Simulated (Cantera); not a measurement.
What does this Cantera script print?

```python
import numpy as np
import cantera as ct

gas_names = """
    AL ALCL ALCL2 ALCL3 ALN AL2 AL2CL6 CL CL2 N N2
""".split()
cond_names = """
    AL(cr) AL(L) ALCL3(s) ALCL3(L) ALN(s)
""".split()


def load(file, names, dense=False):
    # The tables refer to 1 bar. Condensed volumes are neglected.
    table = {s.name: s for s in ct.Species.list_from_file(file)}
    out = []
    for n in names:
        d = dict(table[n].input_data)
        d["thermo"] = dict(d["thermo"], **{"reference-pressure": 1e5})
        if dense:
            d["equation-of-state"] = {"model": "constant-volume", "density": "1e6 g/cm^3"}
        out.append(ct.Species.from_dict(d))
    return out


gas = ct.Solution(thermo="ideal-gas", species=load("nasa_gas.yaml", gas_names))
cond = {s.name: ct.Solution(thermo="fixed-stoichiometry", species=[s], name=s.name)
        for s in load("nasa_condensed.yaml", cond_names, dense=True)}
atoms = {
    'AlN': {'AL': 1, 'N': 1},
    'Cl2': {'CL': 2},
}
top_T = {'ALN(s)': 2750}  # K; cautious upper limits of use, not melting points


def equilibrate(T, P, feed):
    n = {}
    for name, mol in feed.items():
        for a, k in atoms[name].items():
            n[a] = n.get(a, 0.0) + k * mol
    gas.TPX = T, P, n
    mass = sum(n.values()) * gas.mean_molecular_weight
    gas.equilibrate("TP")
    valid = [c for c in cond.values() if c.min_temp <= T <= top_T.get(c.name, c.max_temp)]
    mix = ct.Mixture([(gas, mass / gas.mean_molecular_weight)] + [(c, 0.0) for c in valid])
    mix.T, mix.P = T, P
    mix.equilibrate("TP", solver="vcs", rtol=1e-11, max_steps=5000)
    return mix


results = []
feed = {'AlN': 1, 'Cl2': 6}  # mol
P = 1000  # Pa
for T in [773, 923, 1073, 1223, 1373, 1523, 1673, 1823, 1973, 2123]:
    mix = equilibrate(T, P, feed)
    results.append((T, P, feed, dict(zip(mix.species_names, mix.species_moles))))

top = {s: max(r[3][s] / sum(r[3][g] for g in gas_names) for r in results) for s in gas_names}
cols = sorted((s for s in top if top[s] > 1e-06), key=lambda s: -top[s])[:9]
seen = [c for c in cond_names if any(r[3].get(c, 0) > 1e-12 for r in results)]
print("log10 of partial pressures in bar; condensed amounts in mol")
print(f"{'T/K':>10s}" + "".join(f"{s[:9]:>10s}" for s in cols + seen))
for T, P, feed, n in results:
    ng = sum(n[g] for g in gas_names)
    print(f"{T:10.4g}" + "".join(f"{np.log10(max(n[s] / ng * P / 1e5, 1e-99)):10.3f}" for s in cols)
          + "".join(f"{n.get(c, 0):10.4g}" for c in seen))
```

Output:

```
log10 of partial pressures in bar; condensed amounts in mol
       T/K        CL       CL2     ALCL3        N2     ALCL2    AL2CL6      ALCL
       773    -6.373    -2.124    -2.786    -3.078   -17.843    -4.778   -29.642
       923    -5.015    -2.125    -2.779    -3.079   -14.523    -6.056   -23.814
      1073    -4.033    -2.130    -2.780    -3.081   -12.143    -6.970   -19.626
      1223    -3.299    -2.151    -2.789    -3.090   -10.351    -7.660   -16.462
      1373    -2.751    -2.226    -2.818    -3.120    -8.948    -8.233   -13.958
      1523    -2.376    -2.418    -2.881    -3.182    -7.796    -8.761   -11.858
      1673    -2.173    -2.788    -2.956    -3.257    -6.772    -9.234    -9.949
      1823    -2.098    -3.288    -3.000    -3.300    -5.805    -9.587    -8.149
      1973    -2.076    -3.797    -3.020    -3.316    -4.927    -9.845    -6.520
      2123    -2.070    -4.260    -3.057    -3.323    -4.181   -10.102    -5.118
```

These are equilibrium values from Cantera (NASA tables, ideal gas, pure condensed phases), not measurements of a reactor. The tables' values for AlCl2 are old estimates; treat these amounts as uncertain.
